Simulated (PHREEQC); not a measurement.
Dissolve 20 mmol/kgw ZnSO4, 2.9 mmol/kgw NaOH and 100 mmol/kgw HCl at 19 °C. Closed to the air; pH follows from the charge balance.

All values are PHREEQC results (ion-association model, wateq4f.dat), not measurements.

```
quantity                      before   after
----------------------------  ------  ------
pH                              1.16    1.43
ionic strength (mol/kgw)       0.143   0.464
Zn+2 (mol/kgw)                0.0165   0.113
HSO4- (mol/kgw)               0.0127  0.0490
SI of Goslarite (ZnSO4:7H2O)   -3.01   -1.53
SI of Halite (NaCl)            -5.36   -5.49
```

Which change was made?
A. ZnSO4 from 0.02 to 0.2 mol/kgw
B. ZnSO4 from 0.02 to 0.018 mol/kgw
C. temperature from 19 to 30 °C
D. temperature from 19 to 15 °C
E. temperature from 19 to 85 °C

A, ZnSO4 from 0.02 to 0.2 mol/kgw

No solid was allowed to form.
